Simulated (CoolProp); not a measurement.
Vapour pressure (MPa) of R142b: the reference equation beside estimates from Tc = 410.3 K, pc = 4.055 MPa, ω = 0.232.

The numbers come from the reference Helmholtz-energy equation of state, Lemmon 2006 in CoolProp. It is a short technical equation, of lower accuracy than the large ones.

| T (K) | reference | Redlich-Kwong | Peng-Robinson |
|---|---|---|---|
| 324.4 | 0.7047 | 0.9172 | 0.7026 |
| 329.2 | 0.7952 | 1.019 | 0.7934 |
| 334 | 0.8940 | 1.128 | 0.8927 |
| 338.9 | 1.004 | 1.247 | 1.003 |
| 343.7 | 1.121 | 1.372 | 1.121 |
| 348.5 | 1.248 | 1.505 | 1.250 |
| 353.3 | 1.385 | 1.647 | 1.388 |
| 358.1 | 1.533 | 1.797 | 1.538 |
| 362.9 | 1.693 | 1.957 | 1.700 |
| 367.8 | 1.868 | 2.129 | 1.877 |
| 372.6 | 2.052 | 2.307 | 2.065 |
| 377.4 | 2.250 | 2.495 | 2.265 |
| 382.2 | 2.462 | 2.692 | 2.480 |
| 387 | 2.690 | 2.900 | 2.710 |

Absolute difference from the reference over all 14 rows, mean and median: Redlich-Kwong 18.4 and 18.1 %, Peng-Robinson 0.4 and 0.3 %.
